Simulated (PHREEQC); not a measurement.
Consider water at 25 °C and 10 atm with 0.0019 mol/kgw Cu(BF4)2 and 6.2e-05 mol/kgw KCl. Closed to the air; pH follows from the charge balance.

All values are PHREEQC results (ion-association model, phreeqc.dat), not measurements.

No solid was allowed to form.

Problem. Order these F species by the share of F that they hold, largest first: BF3OH-, BF2(OH)2-, HF, BF4-, F-.

Solution. BF4- (60 %), HF (18 %), F- (13 %), BF3OH- (6.2 %), BF2(OH)2- (2.1 %)

The pH is 3.01 and the ionic strength 0.00671 mol/kgw. Real BF4- forms and hydrolyses slowly; the run takes it at equilibrium.
